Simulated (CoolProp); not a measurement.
A simple Rankine cycle with R123: condensing at 304.15 K, boiler at 0.888 MPa, turbine inlet 380.7 K, turbine efficiency 0.85, pump efficiency 0.7, no recuperator. Each further row changes one setting.

The numbers come from the reference Helmholtz-energy equation of state, Younglove 1994 in CoolProp. It is a modified Benedict-Webb-Rubin equation, recast in Helmholtz form.

```json
[
 {"case": "as stated", "thermal efficiency (%)": "13.7", "net work (kJ/kg)": "[?]", "heat in (kJ/kg)": "212", "turbine exit temperature (K)": "[?]", "volume ratio over the turbine": "7.90"},
 {"case": "turbine inlet 400.7 K", "thermal efficiency (%)": "13.7", "net work (kJ/kg)": "31.5", "heat in (kJ/kg)": "230", "turbine exit temperature (K)": "345.2", "volume ratio over the turbine": "7.70"},
 {"case": "condensing temperature 296.15 K", "thermal efficiency (%)": "[?]", "net work (kJ/kg)": "33.1", "heat in (kJ/kg)": "221", "turbine exit temperature (K)": "317.9", "volume ratio over the turbine": "[?]"},
 {"case": "boiler pressure 0.622 MPa", "thermal efficiency (%)": "11.7", "net work (kJ/kg)": "[?]", "heat in (kJ/kg)": "217", "turbine exit temperature (K)": "336.4", "volume ratio over the turbine": "5.34"},
 {"case": "turbine efficiency 0.75", "thermal efficiency (%)": "12.0", "net work (kJ/kg)": "[?]", "heat in (kJ/kg)": "212", "turbine exit temperature (K)": "329.3", "volume ratio over the turbine": "[?]"}
]
```

Task: What belongs in the gaps?

Result: 
- as stated, net work (kJ/kg): 29.0
- as stated, turbine exit temperature (K): 324.4
- condensing temperature 296.15 K, thermal efficiency (%): 15.0
- condensing temperature 296.15 K, volume ratio over the turbine: 10.4
- boiler pressure 0.622 MPa, net work (kJ/kg): 25.4
- turbine efficiency 0.75, net work (kJ/kg): 25.5
- turbine efficiency 0.75, volume ratio over the turbine: 8.03
